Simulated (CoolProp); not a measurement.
R1234ze(Z) along the isotherm 440 K: Z from the reference equation and from simpler models built on Tc = 423.3 K, pc = 3.531 MPa, ω = 0.327; each cubic takes its own stable root.

The numbers come from the reference Helmholtz-energy equation of state, Akasaka 2019 in CoolProp.

```csv
p (MPa),phase,reference
1.18,gas,0.8834
2.35,gas,0.7479
3.53,gas,0.5720
4.71,supercritical,0.3018
5.88,supercritical,0.2724
7.06,supercritical,0.2983
8.24,supercritical,0.3299
9.42,supercritical,0.3630
10.6,supercritical,0.3965
11.8,supercritical,0.4306
12.9,supercritical,0.4618
14.1,supercritical,0.4956
15.3,supercritical,0.5292
16.5,supercritical,0.5626
17.7,supercritical,0.5957
```

Question: How far does each simpler model (van der Waals, Redlich-Kwong, Soave-Redlich-Kwong, Peng-Robinson) lie from the reference over these 15 states: mean and median of the absolute difference, and the worst?

Answer: 
- van der Waals: mean 37.4 %, median 48.4 %, worst +49.7 % at 440 K and 17.7 MPa
- Redlich-Kwong: mean 17.1 %, median 20.3 %, worst +24.9 % at 440 K and 5.88 MPa
- Soave-Redlich-Kwong: mean 20.2 %, median 22.6 %, worst +31.2 % at 440 K and 5.88 MPa
- Peng-Robinson: mean 10.4 %, median 10.7 %, worst +20.1 % at 440 K and 5.88 MPa
